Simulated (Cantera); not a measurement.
## Low-pressure radical oxidation in H2/O2

An isothermal, constant-pressure homogeneous reactor starts with 5.21 % H2, 94.8 % O2, equivalence ratio 0.028, at 1023 K and 10.00 Torr.

Detailed kinetics in Cantera: the H2/O2 subset of GRI-Mech 3.0, which has no nitrogen chemistry. Radical loss at walls, strong at low pressure, is not modelled. The temperature is held fixed by assumption; the heat of reaction is taken as removed at once.

| t (s) | x H2 | x O2 | x O | x HO2 | x H2O2 | x H |
|---|---|---|---|---|---|---|
| 1.00e-5 | 0.0521 | 0.948 | <1e-12 | 8.87e-12 | <1e-12 | 8.51e-12 |
| 5.01e-5 | 0.0521 | 0.948 | 8.26e-12 | 4.45e-11 | <1e-12 | 3.76e-11 |
| 0.000251 | 0.0521 | 0.948 | 1.59e-10 | 2.25e-10 | <1e-12 | 1.74e-10 |
| 0.00126 | 0.0521 | 0.948 | 1.17e-8 | 1.31e-9 | <1e-12 | 7.39e-9 |
| 0.00632 | 0.0139 | 0.925 | 0.0146 | 6.87e-6 | 3.30e-7 | 0.0128 |
| 0.0317 | 0.000337 | 0.938 | 0.00740 | 5.04e-6 | 1.01e-7 | 0.00161 |
| 0.159 | 1.94e-5 | 0.946 | 0.000452 | 1.46e-6 | 7.47e-8 | 2.26e-5 |
| 0.796 | 8.46e-7 | 0.946 | 2.21e-5 | 1.72e-7 | 2.61e-8 | 2.46e-7 |
| 3.99 | 6.32e-8 | 0.946 | 1.85e-6 | 1.91e-8 | 6.17e-9 | 5.95e-9 |
| 20.0 | 7.75e-9 | 0.946 | 2.41e-7 | 2.84e-9 | 1.33e-9 | 2.81e-10 |
x: mole fraction; the columns are a selection and need not sum to one.

Equilibrium at this temperature and pressure: H2 8.20e-11, O2 0.946, O 2.64e-9, HO2 1.03e-9, H2O2 2.26e-11, H <1e-12 (gas phase only).
